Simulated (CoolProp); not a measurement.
A Linde-Hampson liquefier for normal hydrogen: isothermal reversible compression at 250 K from 1 atm to 5 MPa, throttling to 1 atm, return gas leaving the recuperator 10 K below the feed. Each further row changes one setting.

Values from CoolProp's reference Helmholtz-energy equation of state, Leachman 2009.

```json
[
 {"case": "as stated", "compression work (kJ/kg of gas)": "4050"},
 {"case": "high pressure 10 MPa", "compression work (kJ/kg of gas)": "4800"},
 {"case": "warm-end temperature 280 K", "compression work (kJ/kg of gas)": "4540"},
 {"case": "warm-end gap 15 K", "compression work (kJ/kg of gas)": "4050"}
]
```
